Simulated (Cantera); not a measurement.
A freely propagating, adiabatic, planar premixed flame of 21.0 % H2, 16.4 % O2, 62.5 % N2, equivalence ratio 0.64, unburnt at 548 K and 0.217 atm; mixture-averaged transport, grid criteria slope 0.08 and curve 0.16, no radiation.

Detailed kinetics in Cantera: the H2/O2 subset of GRI-Mech 3.0, which has no nitrogen chemistry. Burning velocities carry a grid error of a few per cent, more on coarse grids. Lean hydrogen flames are cellular in practice and burn faster than this planar one.

### Question
Predict: laminar burning velocity; thermal thickness; peak x(OH); peak x(HO2); peak x(H2O2).

### Answer
```
Quantity                     Value
------------------------  --------
laminar burning velocity  384 cm/s
thermal thickness          3.09 mm
peak x(OH)                  0.0127
peak x(HO2)               0.000102
peak x(H2O2)               5.17e-6
```
